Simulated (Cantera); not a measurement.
A closed system holds: 1 mol HCl, 0.32 mol O₂, 0.45 mol NH₃, equilibrated at 20.3 Torr.

Cantera equilibrium calculation (NASA polynomials, part measured and part estimated; ideal gas, pure solids and liquids). Candidate condensed phases: H₂O, NH₄Cl; 29 gas species. The numbers say what is thermodynamically allowed, not how fast it happens.

Q: At 1900 K, list the 7 most abundant gas species with their mole fractions, and the condensed phases.

A: HCl 0.511, H₂O 0.333, N₂ 0.118, H₂ 0.0246, Cl 0.0119, OH 0.000843, H 0.000757. Condensed: gas only.
